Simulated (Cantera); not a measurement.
Input: 1 mol C2F6, 0.043 mol F2, 3.4 mol H2, at 1175 K and 0.0330 Torr.

Equilibrium computed with Cantera from the NASA thermochemical tables; the gas is ideal and each condensed phase is pure. Candidate condensed phases: C, C6H6, C7H8, C8H18; 95 gas species. The feed counts by its element totals alone. Equilibrium is a limit: real reactors are often held back by kinetics, nucleation or transport.

Base state: HF 0.945, H2 0.0554 (mole fractions); condensed: C(graphite).

**Question.** What changes in the equilibrium state with this change: temperature from 1175 K to 2548.15 K?

**Answer.** 
| species | before | after |
|---|---|---|
| HF | 0.945 | 0.598 |
| H | 4.35e-6 | 0.224 |
| F | <1e-9 | 0.137 |
| C3 | <1e-9 | 0.0235 |
| H2 | 0.0554 | 0.00231 |
| C | <1e-9 | 0.00724 |
| CF | <1e-9 | 0.00518 |
| C2 | <1e-9 | 0.00219 |
| C2H | <1e-9 | 0.000235 |
| C(graphite), mol | 2.00 | 1.27 |

**Question.** What changes in the equilibrium state with this change: F2 from 0.043 to 2.4 mol?

**Answer.** 
```
species           before  after
----------------  ------  -----
HF                 0.945  0.872
CF4                <1e-9  0.128
H2                0.0554  <1e-9
C(graphite), mol    2.00  1.000
```
Gases not in the tables: C2F6 and larger saturated fluorocarbons.
